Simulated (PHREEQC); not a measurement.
A solution holds 39 mmol/kgw KH2PO4 and 40 mmol/kgw NiSO4, at 75 °C. Closed to the air; pH follows from the charge balance.

All values are PHREEQC results (ion-association model, wateq4f.dat), not measurements.

Precipitation was switched off in this run.

**Question.** Estimate the pH.

**Answer.** pH 4.59.

**Question.** In which forms is K present?

**Answer.** K+ 91 %, KSO4- 8.7 % of the K.

H3PO4, which wateq4f.dat lacks, is added to it with the constant of phreeqc.dat. Away from 25 °C the constants follow the database's enthalpies or fits; those with neither stay at their 25 °C values. The database has no phosphate complexes of Ni.
